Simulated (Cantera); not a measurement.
HMDSO + O₃ (silicon oxide and oxynitride deposition)

A closed system holds: 1 mol HMDSO, a varied amount of O₃, equilibrated at 700 K and 4.10 mbar.

These are equilibrium values from Cantera (NASA tables, ideal gas, pure condensed phases), not measurements of a reactor. Candidate condensed phases: C, C₆H₆, C₇H₈, C₈H₁₈, H₂O, Si, SiC, SiO₂; 123 gas species. The feed counts by its element totals alone. The numbers say what is thermodynamically allowed, not how fast it happens.

```json
[
 {"n(O₃) (mol)": "0.58", "x H₂": "0.967", "x CO₂": "<1e-12", "x H₂O": "7.31e-12", "x CO": "4.30e-12", "x CH₄": "0.0326", "x C₂H₆": "4.79e-9", "n C(graphite)": "5.09", "n SiC(s)": "0.630", "n SiO₂(α-quartz)": "1.37"},
 {"n(O₃) (mol)": "0.89", "x H₂": "0.967", "x CO₂": "<1e-12", "x H₂O": "7.31e-12", "x CO": "4.30e-12", "x CH₄": "0.0326", "x C₂H₆": "4.79e-9", "n C(graphite)": "5.55", "n SiC(s)": "0.165", "n SiO₂(α-quartz)": "1.83"},
 {"n(O₃) (mol)": "1.2", "x H₂": "0.911", "x CO₂": "0.00688", "x H₂O": "0.0326", "x CO": "0.0204", "x CH₄": "0.0290", "x C₂H₆": "4.00e-9", "n C(graphite)": "5.49", "n SiC(s)": "0", "n SiO₂(α-quartz)": "2.00"},
 {"n(O₃) (mol)": "1.5", "x H₂": "0.844", "x CO₂": "0.0283", "x H₂O": "0.0613", "x CO": "0.0414", "x CH₄": "0.0249", "x C₂H₆": "3.18e-9", "n C(graphite)": "5.11", "n SiC(s)": "0", "n SiO₂(α-quartz)": "2.00"},
 {"n(O₃) (mol)": "1.8", "x H₂": "0.789", "x CO₂": "0.0536", "x H₂O": "0.0789", "x CO": "0.0569", "x CH₄": "0.0217", "x C₂H₆": "2.60e-9", "n C(graphite)": "4.69", "n SiC(s)": "0", "n SiO₂(α-quartz)": "2.00"},
 {"n(O₃) (mol)": "2.1", "x H₂": "0.741", "x CO₂": "0.0796", "x H₂O": "0.0904", "x CO": "0.0694", "x CH₄": "0.0192", "x C₂H₆": "2.16e-9", "n C(graphite)": "4.26", "n SiC(s)": "0", "n SiO₂(α-quartz)": "2.00"},
 {"n(O₃) (mol)": "2.4", "x H₂": "0.700", "x CO₂": "0.105", "x H₂O": "0.0980", "x CO": "0.0798", "x CH₄": "0.0171", "x C₂H₆": "1.81e-9", "n C(graphite)": "3.81", "n SiC(s)": "0", "n SiO₂(α-quartz)": "2.00"},
 {"n(O₃) (mol)": "2.7", "x H₂": "0.663", "x CO₂": "0.130", "x H₂O": "0.103", "x CO": "0.0886", "x CH₄": "0.0153", "x C₂H₆": "1.54e-9", "n C(graphite)": "3.36", "n SiC(s)": "0", "n SiO₂(α-quartz)": "2.00"}
]
```
x: gas mole fraction; n: condensed amount in mol.

From 0.58 mol O₃ to 0.89 mol O₃ the condensed part is C(graphite) + SiC(s) + SiO₂(α-quartz). From 1.2 mol O₃ to 2.7 mol O₃ the condensed part is C(graphite) + SiO₂(α-quartz).
